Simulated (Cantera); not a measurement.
**Thermodynamics of silicon oxide and oxynitride deposition, feed HMDSO + CO2 + H2**

Feed: 1 mol HMDSO, 20 mol CO2, 0.84 mol H2, held at 25000 Pa.

Method: chemical equilibrium by Gibbs-energy minimisation in Cantera with the NASA 1993 tables (ideal gas, pure condensed phases). Candidate condensed phases: C, C6H6, C7H8, C8H18, H2O, Si, SiC, SiO2; 123 gas species. The feed counts by its element totals alone. The tables hold silica as quartz up to 1696 K and as liquid above; real silica turns to tridymite and cristobalite and melts near 1996 K. Gases not in the tables: Si(OH)4. The numbers say what is thermodynamically allowed, not how fast it happens.

From 573 K to 773 K the condensed part is C(graphite) + SiO2(α-quartz). At 873 K the condensed part is C(graphite) + SiO2(β-quartz). From 973 K to 1673 K the condensed part is SiO2(β-quartz). From 1773 K to 1873 K the condensed part is SiO2(condensed).

| T (K) | x CO2 | x CO | x H2O | x H2 | x CH4 | n C(graphite) | n SiO2(α-quartz) | n SiO2(β-quartz) | n SiO2(condensed) |
|---|---|---|---|---|---|---|---|---|---|
| 573 | 0.607 | 0.000904 | 0.348 | 0.0212 | 0.0231 | 11.1 | 2.00 | 0 | 0 |
| 673 | 0.607 | 0.0135 | 0.280 | 0.0764 | 0.0222 | 10.2 | 2.00 | 0 | 0 |
| 773 | 0.552 | 0.0951 | 0.180 | 0.159 | 0.0134 | 8.29 | 2.00 | 0 | 0 |
| 873 | 0.351 | 0.352 | 0.0794 | 0.212 | 0.00505 | 2.89 | 0 | 2.00 | 0 |
| 973 | 0.242 | 0.483 | 0.0650 | 0.209 | 0.000339 | 0 | 0 | 2.00 | 0 |
| 1073 | 0.226 | 0.499 | 0.0809 | 0.194 | 1.67e-5 | 0 | 0 | 2.00 | 0 |
| 1173 | 0.212 | 0.513 | 0.0947 | 0.180 | 1.36e-6 | 0 | 0 | 2.00 | 0 |
| 1273 | 0.201 | 0.525 | 0.106 | 0.168 | 1.64e-7 | 0 | 0 | 2.00 | 0 |
| 1373 | 0.191 | 0.535 | 0.116 | 0.158 | 2.69e-8 | 0 | 0 | 2.00 | 0 |
| 1473 | 0.182 | 0.543 | 0.125 | 0.150 | 5.65e-9 | 0 | 0 | 2.00 | 0 |
| 1573 | 0.175 | 0.550 | 0.132 | 0.143 | 1.45e-9 | 0 | 0 | 2.00 | 0 |
| 1673 | 0.169 | 0.556 | 0.138 | 0.137 | 4.42e-10 | 0 | 0 | 2.00 | 0 |
| 1773 | 0.164 | 0.561 | 0.143 | 0.132 | 1.54e-10 | 0 | 0 | 0 | 2.00 |
| 1873 | 0.160 | 0.566 | 0.147 | 0.127 | 6.05e-11 | 0 | 0 | 0 | 2.00 |
x: gas mole fraction; n: condensed amount in mol.
